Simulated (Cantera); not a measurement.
## B2O3 + F2 + O2 + HCl (oxide etching and cleaning by halides)

A closed system holds: 1 mol B2O3, 1.5 mol F2, 0.62 mol O2, 4.2 mol HCl, equilibrated at 1.30 Pa.

Method: chemical equilibrium by Gibbs-energy minimisation in Cantera with the NASA 1993 tables (ideal gas, pure condensed phases). Candidate condensed phases: B, B2O3, B3O3H3, H2O; 56 gas species. The tables' values for BOCl are old estimates; treat these amounts as uncertain. Equilibrium is a limit: real reactors are often held back by kinetics, nucleation or transport.

```
T (K)  log p HCl  log p BOF  log p O2  log p BF3  log p HF  log p Cl  log p Cl2  log p H2O  log p B3O3F3  n B2O3(l)
-----  ---------  ---------  --------  ---------  --------  --------  ---------  ---------  ------------  ---------
773        -5.17      -9.16     -5.63      -5.81     -5.95     -8.36      -6.10      -6.62         -7.01      0.545
823        -5.16      -8.38     -5.62      -5.82     -5.95     -7.88      -6.14      -6.79         -6.95      0.537
873        -5.15      -7.69     -5.62      -5.83     -5.95     -7.45      -6.18      -6.95         -6.90      0.528
923        -5.15      -7.08     -5.62      -5.84     -5.95     -7.07      -6.23      -7.10         -6.87      0.511
973        -5.16      -6.54     -5.62      -5.87     -5.96     -6.73      -6.29      -7.22         -6.86      0.474
1023       -5.17      -6.08     -5.64      -5.95     -5.97     -6.46      -6.39      -7.32         -6.91      0.378
1073       -5.20      -5.70     -5.67      -6.17     -6.01     -6.25      -6.57      -7.35         -7.10      0.165
1123       -5.24      -5.54     -5.71      -6.48     -5.99     -6.09      -6.79      -7.36         -7.81          0
1173       -5.27      -5.52     -5.73      -6.73     -5.90     -5.94      -6.97      -7.36         -8.84          0
```
log p: log10 of the partial pressure in bar; n: condensed amount in mol.

From 773 K to 1073 K the condensed part is B2O3(l). From 1123 K to 1173 K nothing is condensed. The main B-bearing gas is BF3 at 773 K and BOF at 1173 K.
